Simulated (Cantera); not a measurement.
Input: 1 mol FeS₂, 0.16 mol H₂S, 0.085 mol CO₂, at 1850 K and 2.00 bar.

Method: chemical equilibrium by Gibbs-energy minimisation in Cantera with the NASA 1993 tables (ideal gas, pure condensed phases). Candidate condensed phases: C, C₆H₆, C₇H₈, C₈H₁₈, Fe, Fe(CO)₅, FeO, Fe(OH)₂, Fe(OH)₃, FeS, FeSO₄, FeS₂, Fe₂O₃, Fe₂(SO₄)₃, Fe₃O₄, H₂O, H₂SO₄, S; 127 gas species. FeS: taken at fixed stoichiometry. Kinetics and transport are ignored.

Q: What is the equilibrium state?

A: 
```
Item                                        Result
--------------------------------------  ----------
x(S₂)                                        0.671
x(CO)                                       0.0834
x(H₂S)                                      0.0690
x(H₂)                                       0.0648
x(H₂O)                                      0.0606
x(CO₂)                                      0.0194
x(SH)                                       0.0104
x(SO₂)                                     0.00912
x(S₂O)                                     0.00396
n(FeS(l))                                1.000 mol
gas amount                              0.8015 mol
log10 activity of S(l) (absent)              -1.43
log10 activity of Fe(l) (absent)             -1.64
log10 activity of C(graphite) (absent)       -4.40
```
